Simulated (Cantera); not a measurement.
What does this Cantera script print?

```python
import numpy as np
import cantera as ct

gas_names = """
    F F2 H HF H2 H2F2 H3F3 H4F4 H5F5 H6F6 H7F7 Mg MgF MgF2 MgH MgN Mg2 Mg2F4 N NF NF2 NF3 NH NH2 NH3 N2
    N2H2 N2H4
""".split()
cond_names = """
    Mg(cr) Mg(L) MgF2(s) MgF2(L)
""".split()


# ... load() reads the species with a 1 bar reference pressure and builds the phases ...
atoms = {
    'MgF2': {'Mg': 1, 'F': 2},
    'H2': {'H': 2},
    'NH3': {'N': 1, 'H': 3},
}
top_T = {}  # K; cautious upper limits of use, not melting points


# ... equilibrate(T, P, feed) seeds the gas with the atoms and calls Mixture.equilibrate('TP', solver="vcs", rtol=1e-11, max_steps=5000) ...
results = []
feed = {'MgF2': 1, 'H2': 0.45, 'NH3': 0.0021}  # mol
P = 0.96  # Pa
for T in [1125, 1225, 1325, 1425, 1525, 1625, 1725, 1825, 1925, 2025, 2125]:
    mix = equilibrate(T, P, feed)
    results.append((T, P, feed, dict(zip(mix.species_names, mix.species_moles))))

top = {s: max(r[3][s] / sum(r[3][g] for g in gas_names) for r in results) for s in gas_names}
cols = sorted((s for s in top if top[s] > 1e-06), key=lambda s: -top[s])[:6]
seen = [c for c in cond_names if any(r[3].get(c, 0) > 1e-12 for r in results)]
print("log10 of partial pressures in bar; condensed amounts in mol")
print(f"{'T/K':>10s}" + "".join(f"{s[:9]:>10s}" for s in cols + seen))
for T, P, feed, n in results:
    ng = sum(n[g] for g in gas_names)
    print(f"{T:10.4g}" + "".join(f"{np.log10(max(n[s] / ng * P / 1e5, 1e-99)):10.3f}" for s in cols)
          + "".join(f"{n.get(c, 0):10.4g}" for c in seen))
```

Result:

```
log10 of partial pressures in bar; condensed amounts in mol
       T/K        H2      MgF2        HF        Mg       MgF         H   MgF2(s)
      1125    -5.020    -8.621    -7.663    -7.967    -9.846    -9.862    0.9994
      1225    -5.033    -7.185    -6.776    -7.086    -8.492    -9.023    0.9927
      1325    -5.144    -5.973    -6.057    -6.380    -7.368    -8.358    0.9094
      1425    -5.753    -5.306    -5.731    -6.077    -6.741    -8.042         0
      1525    -5.934    -5.384    -5.559    -5.904    -6.571    -7.593         0
      1625    -6.204    -5.468    -5.449    -5.796    -6.451    -7.254         0
      1725    -6.571    -5.533    -5.392    -5.742    -6.362    -7.017         0
      1825    -7.007    -5.570    -5.369    -5.726    -6.289    -6.860         0
      1925    -7.459    -5.588    -5.364    -5.729    -6.224    -6.749         0
      2025    -7.891    -5.600    -5.366    -5.738    -6.167    -6.661         0
      2125    -8.284    -5.620    -5.374    -5.744    -6.119    -6.582         0
```

These are equilibrium values from Cantera (NASA tables, ideal gas, pure condensed phases), not measurements of a reactor.
